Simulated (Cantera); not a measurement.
A perfectly stirred reactor is fed with H2 : O2 = 2.3 : 1 (molar parts), at 3600 Pa; it is held at 1325 K, and followed from long to short residence time.

Detailed kinetics in Cantera: GRI-Mech 3.0 (53 species, 325 reactions). Radical loss at walls, strong at low pressure, is not modelled. The temperature is held fixed by assumption; the heat of reaction is taken as removed at once.

Predict: x(H2) at τ = 3.30 s; x(O2) at τ = 3.30 s; x(H) at τ = 3.30 s; x(HO2) at τ = 3.30 s; x(H2O2) at τ = 3.30 s; x(H2) at τ = 32.0 ms; x(O2) at τ = 32.0 ms; x(H) at τ = 32.0 ms; x(HO2) at τ = 32.0 ms; x(H2O2) at τ = 32.0 ms.


| Quantity | Result |
|---|---|
| x(H2) at τ = 3.30 s | 0.126 |
| x(O2) at τ = 3.30 s | 0.000364 |
| x(H) at τ = 3.30 s | 0.00983 |
| x(HO2) at τ = 3.30 s | 5.42e-8 |
| x(H2O2) at τ = 3.30 s | 9.24e-8 |
| x(H2) at τ = 32.0 ms | 0.123 |
| x(O2) at τ = 32.0 ms | 0.0151 |
| x(H) at τ = 32.0 ms | 0.0761 |
| x(HO2) at τ = 32.0 ms | 1.88e-6 |
| x(H2O2) at τ = 32.0 ms | 6.88e-7 |
